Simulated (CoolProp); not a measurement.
Tetrahydrofuran at 483.29 K and 1.63 MPa is throttled through a valve to 0.043 MPa with no heat exchange. Each further row changes one setting.

The numbers come from the reference Helmholtz-energy equation of state, Fiedler 2023 in CoolProp.

```json
[
 {"case": "as stated", "temperature change (K)": "-17.4", "final density (kg/m³)": "[?]"},
 {"case": "outlet pressure 0.0129 MPa", "temperature change (K)": "[?]", "final density (kg/m³)": "0.241"},
 {"case": "outlet pressure 0.0559 MPa", "temperature change (K)": "[?]", "final density (kg/m³)": "[?]"}
]
```

Task: Complete the blanks.

Result: 
- as stated, final density (kg/m³): 0.804
- outlet pressure 0.0129 MPa, temperature change (K): -17.7
- outlet pressure 0.0559 MPa, temperature change (K): -17.3
- outlet pressure 0.0559 MPa, final density (kg/m³): 1.05
